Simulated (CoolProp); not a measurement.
Vapour-liquid equilibrium of dimethyl ether (1) + n-hexane (2) at 31.05 °C; x and y are mole fractions of (1).

Model: multi-fluid Helmholtz-energy mixture model, Wu 2011 and Thol 2019; pair parameters Bell 2016, in CoolProp.

```json
[
 {"x": "0.05", "bubble pressure, mixture model (MPa)": "0.06988", "bubble pressure, Raoult's law (MPa)": "0.05976", "y, mixture model": "[?]", "y, Raoult's law": "0.586"},
 {"x": "0.2", "bubble pressure, mixture model (MPa)": "[?]", "bubble pressure, Raoult's law (MPa)": "0.1609", "y, mixture model": "0.883", "y, Raoult's law": "0.870"},
 {"x": "0.35", "bubble pressure, mixture model (MPa)": "0.3056", "bubble pressure, Raoult's law (MPa)": "0.2620", "y, mixture model": "[?]", "y, Raoult's law": "0.935"},
 {"x": "0.5", "bubble pressure, mixture model (MPa)": "0.3991", "bubble pressure, Raoult's law (MPa)": "0.3631", "y, mixture model": "0.956", "y, Raoult's law": "0.964"},
 {"x": "0.65", "bubble pressure, mixture model (MPa)": "[?]", "bubble pressure, Raoult's law (MPa)": "0.4642", "y, mixture model": "0.971", "y, Raoult's law": "0.980"},
 {"x": "0.8", "bubble pressure, mixture model (MPa)": "0.5679", "bubble pressure, Raoult's law (MPa)": "0.5653", "y, mixture model": "0.983", "y, Raoult's law": "0.991"},
 {"x": "0.95", "bubble pressure, mixture model (MPa)": "0.6639", "bubble pressure, Raoult's law (MPa)": "0.6664", "y, mixture model": "[?]", "y, Raoult's law": "0.998"}
]
```

Q: Complete the blanks.

A: 
- 0.05, y, mixture model: 0.637
- 0.2, bubble pressure, mixture model (MPa): 0.1957
- 0.35, y, mixture model: 0.933
- 0.65, bubble pressure, mixture model (MPa): 0.4831
- 0.95, y, mixture model: 0.995

The largest gap from Raoult's law is +21.6 % in bubble pressure, at x = 0.2. No azeotrope shows between x = 0.05 and 0.95.

Pair parameters are fitted to limited data, so mixtures are less certain than the pure fluids.
